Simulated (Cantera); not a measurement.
**Catalytic stagnation flow on Pt**

A jet of 2.74 % H2, 17.2 % O2, 80.0 % N2 at 300 K and 5700 Pa hits a platinum plate 9.5 cm away at a mass flux of 0.031 kg/m²/s; the plate temperature is set and raised in steps from an oxygen-covered start.

Cantera simulation using Deutschmann's 1995 Pt surface mechanism with GRI-Mech 3.0 gas chemistry; the numbers are that mechanism's predictions, not measurements. Catalytic surfaces can have several steady states; this one follows from the mechanism file's or the stated starting coverage.

| plate T (K) | wall x H2 | wall x O2 | wall x H2O | wall x OH | θ free Pt | θ O* | θ OH* |
|---|---|---|---|---|---|---|---|
| 500 | 0.00326 | 0.146 | 0.0478 | <1e-8 | 0.0327 | 0.955 | 0.0119 |
| 550 | 0.00325 | 0.146 | 0.0474 | <1e-8 | 0.0346 | 0.959 | 0.00682 |
| 600 | 0.00324 | 0.146 | 0.0470 | <1e-8 | 0.0364 | 0.959 | 0.00425 |
| 650 | 0.00318 | 0.146 | 0.0468 | <1e-8 | 0.0388 | 0.958 | 0.00285 |
| 700 | 0.00289 | 0.146 | 0.0471 | <1e-8 | 0.0452 | 0.953 | 0.00213 |
| 750 | 0.00218 | 0.146 | 0.0483 | <1e-8 | 0.0638 | 0.934 | 0.00183 |
| 800 | 0.00150 | 0.145 | 0.0493 | <1e-8 | 0.0996 | 0.899 | 0.00171 |
| 850 | 0.00104 | 0.144 | 0.0500 | 1.91e-8 | 0.150 | 0.849 | 0.00159 |
x: mole fraction at the wall; θ: surface coverage.
